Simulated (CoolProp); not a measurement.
Dodecamethylcyclohexasiloxane (D6) along the isobar 312 kPa: Z from the reference equation and from simpler models built on Tc = 372.6 °C, pc = 961.4 kPa, ω = 0.736; each cubic takes its own stable root.

Model: reference Helmholtz-energy equation of state, Colonna 2008, in CoolProp. It is a short technical equation, of lower accuracy than the large ones.

```json
[
 {"T (°C)": "71.15", "phase": "liquid", "reference": "0.05280", "van der Waals": "0.09416", "Soave-Redlich-Kwong": "0.05951"},
 {"T (°C)": "89.25", "phase": "liquid", "reference": "0.05129", "van der Waals": "0.09096", "Soave-Redlich-Kwong": "0.05731"},
 {"T (°C)": "107.35", "phase": "liquid", "reference": "0.04998", "van der Waals": "0.08818", "Soave-Redlich-Kwong": "0.05540"},
 {"T (°C)": "125.45", "phase": "liquid", "reference": "0.04885", "van der Waals": "0.08579", "Soave-Redlich-Kwong": "0.05376"},
 {"T (°C)": "143.55", "phase": "liquid", "reference": "?", "van der Waals": "0.08375", "Soave-Redlich-Kwong": "0.05237"},
 {"T (°C)": "161.75", "phase": "liquid", "reference": "?", "van der Waals": "0.08205", "Soave-Redlich-Kwong": "0.05120"},
 {"T (°C)": "179.85", "phase": "liquid", "reference": "0.04645", "van der Waals": "0.08070", "Soave-Redlich-Kwong": "?"},
 {"T (°C)": "197.95", "phase": "liquid", "reference": "0.04597", "van der Waals": "0.07971", "Soave-Redlich-Kwong": "0.04959"},
 {"T (°C)": "216.05", "phase": "liquid", "reference": "0.04566", "van der Waals": "0.07911", "Soave-Redlich-Kwong": "0.04915"},
 {"T (°C)": "234.15", "phase": "liquid", "reference": "0.04554", "van der Waals": "0.7888", "Soave-Redlich-Kwong": "0.04899"}
]
```

Task: Some entries are withheld; supply them.

Result: 
- 143.55, reference: 0.04789
- 161.75, reference: 0.04709
- 179.85, Soave-Redlich-Kwong: 0.05028

At some of these states van der Waals gives the other phase, because its saturation line lies elsewhere.
